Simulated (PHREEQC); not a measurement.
Synthetic water in mg/kgw, 20 °C, pH 7.02, pe 9.1: Na 253; K 38.7; Ca 60.9; Mg 60.4; Cl 348; S(6) as SO4 193; Alkalinity as HCO3 557; Li 0.106; Pb 57.8.

Valence states are taken as typed.

Model: ion-association model, phreeqc.dat, run in PHREEQC.

Task: The ionic strength comes out as 0.0254 mol/kgw. What activity coefficients do HCO3-, Na+, NaSO4-, Mg+2, CaHCO3+ get?

Result: HCO3- 0.86, Na+ 0.86, NaSO4- 0.86, Mg+2 0.57, CaHCO3+ 0.87.

No solid was allowed to form. Examples of supersaturated solids here: Cerussite, Pb(OH)2. Others may be too.
